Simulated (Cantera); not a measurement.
A perfectly stirred reactor is fed with C₂H₆ : N₂ = 1 : 27 (molar parts), at 22000 Pa; it is held at 1825 K, and followed from long to short residence time.

Cantera simulation using GRI-Mech 3.0 (53 species, 325 reactions); the numbers are that mechanism's predictions, not measurements. GRI-Mech 3.0 stops at C3 and has no aromatics, soot or wall deposition, so with more carbon than oxygen in the feed, carbon stays in small species such as C2H2 where larger ones or solid carbon would form.

What does this change do: pressure from 22000 Pa to 750 Pa?


| quantity | before | after |
|---|---|---|
| x(C₂H₆) at τ = 0.940 s | 1.64e-6 | 1.31e-5 |
| x(HCN) at τ = 0.940 s | 0.000252 | 0.000409 |
| x(H₂) at τ = 0.940 s | 0.0644 | 0.0628 |
| x(CH₂) at τ = 0.940 s | 6.57e-7 | 8.92e-6 |
| x(H) at τ = 0.940 s | 0.000304 | 0.00103 |
| x(C₂H₆) at τ = 5.90 ms | 0.000178 | 0.00168 |
| x(HCN) at τ = 5.90 ms | 5.46e-5 | 3.21e-5 |
| x(H₂) at τ = 5.90 ms | 0.0555 | 0.0390 |
| x(CH₂) at τ = 5.90 ms | 1.09e-5 | 6.92e-5 |
| x(H) at τ = 5.90 ms | 0.000611 | 0.00148 |
Radical loss at walls, strong at low pressure, is not modelled.

What does this change do: N2 27 to 4.8 parts?


| quantity | before | after |
|---|---|---|
| x(C₂H₆) at τ = 0.940 s | 1.64e-6 | 5.13e-6 |
| x(HCN) at τ = 0.940 s | 0.000252 | 7.26e-5 |
| x(H₂) at τ = 0.940 s | 0.0644 | 0.248 |
| x(CH₂) at τ = 0.940 s | 6.57e-7 | 6.35e-7 |
| x(H) at τ = 0.940 s | 0.000304 | 0.000539 |
| x(C₂H₆) at τ = 5.90 ms | 0.000178 | 0.000570 |
| x(HCN) at τ = 5.90 ms | 5.46e-5 | 1.35e-5 |
| x(H₂) at τ = 5.90 ms | 0.0555 | 0.209 |
| x(CH₂) at τ = 5.90 ms | 1.09e-5 | 1.01e-5 |
| x(H) at τ = 5.90 ms | 0.000611 | 0.000939 |
